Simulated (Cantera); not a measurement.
A closed system holds: 1 mol Si2Cl6, 18 mol N2, 9.6 mol NH3, at 2.00 mbar.

Equilibrium computed with Cantera from the NASA thermochemical tables; the gas is ideal and each condensed phase is pure. Candidate condensed phases: NH4Cl, Si, Si3N4; 28 gas species. The feed counts by its element totals alone. Gases not in the tables: Si2H6 and higher silanes. Equilibrium is a limit: real reactors are often held back by kinetics, nucleation or transport.

Problem. What share of the Si ends up in condensed phases as a function of T (K), at 1100, 1200, 1300, 1400, 1500, 1600, 1700, 1800, 1900, 2000?

Solution. 
```
T (K)  Si condensed (%)        as
-----  ----------------  --------
1100               99.4  Si3N4(s)
1200               99.2  Si3N4(s)
1300               97.0  Si3N4(s)
1400               87.8  Si3N4(s)
1500               65.2  Si3N4(s)
1600               34.9  Si3N4(s)
1700               12.2     Si(l)
1800               12.3     Si(l)
1900                4.2     Si(l)
2000                0.0         -
```
